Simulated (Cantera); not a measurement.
A freely propagating, adiabatic, planar premixed flame of 9.83 % CH4, 0.816 % C2H6, 18.8 % O2, 70.6 % N2, unburnt at 375 K and 750 Torr; mixture-averaged transport, grid criteria slope 0.08 and curve 0.16, no radiation.

Detailed kinetics in Cantera: GRI-Mech 3.0 (53 species, 325 reactions). Burning velocities carry a grid error of a few per cent, more on coarse grids.

Problem. Predict: laminar burning velocity; thermal thickness; peak x(H2); peak x(HCO); peak x(O).

Solution. 
```json
{
  "laminar_burning_velocity": "51.2 cm/s",
  "thermal_thickness": "0.412 mm",
  "peak x(H2)": "0.0352",
  "peak x(HCO)": "4.55e-5",
  "peak x(O)": "0.00146"
}
```
